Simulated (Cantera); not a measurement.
# Hydrogen reduction and annealing atmospheres: TiO₂ + H₂ + H₂O

Charge: 1 mol TiO₂, 1.4 mol H₂, 0.99 mol H₂O, at 1927 °C and 1330 Pa.

Cantera equilibrium calculation (NASA polynomials, part measured and part estimated; ideal gas, pure solids and liquids). Candidate condensed phases: H₂O, Ti, TiO, TiO₂, Ti₂O₃, Ti₃O₅, Ti₄O₇; 12 gas species. Condensed phases not in the tables: Magnéli phases beyond Ti₄O₇. Kinetics and transport are ignored.

```json
{
 "x(H₂O)": "0.503",
 "x(H₂)": "0.458",
 "x(H)": "0.0330",
 "x(OH)": "0.00506",
 "x(TiO₂)": "0.000342",
 "x(O)": "0.000254",
 "x(O₂)": "0.000118",
 "x(TiO)": "7.60e-6",
 "n(Ti₄O₇(l))": "0.250 mol",
 "gas_amount": "2.438 mol",
 "log10 activity of Ti₃O₅(l) (absent)": "-0.34",
 "log10 activity of Ti₂O₃(l) (absent)": "-1.08",
 "log10 activity of Ti(l) (absent)": "-7.33"
}
```
